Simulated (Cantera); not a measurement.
A freely propagating, adiabatic, planar premixed flame of H₂ : O₂ : N₂ = 1 : 0.263 : 1.11 (molar parts), equivalence ratio 1.9, unburnt at 625 K and 0.563 atm; mixture-averaged transport, grid criteria slope 0.08 and curve 0.16, no radiation.

Cantera simulation using the H2/O2 subset of GRI-Mech 3.0, which has no nitrogen chemistry; the numbers are that mechanism's predictions, not measurements. Burning velocities carry a grid error of a few per cent, more on coarse grids.

Predict: laminar burning velocity; thermal thickness; peak x(HO₂); peak x(OH); peak x(H₂O₂).

laminar burning velocity: 851 cm/s
thermal thickness: 0.970 mm
peak x(HO₂): 0.000140
peak x(OH): 0.00570
peak x(H₂O₂): 3.16e-6
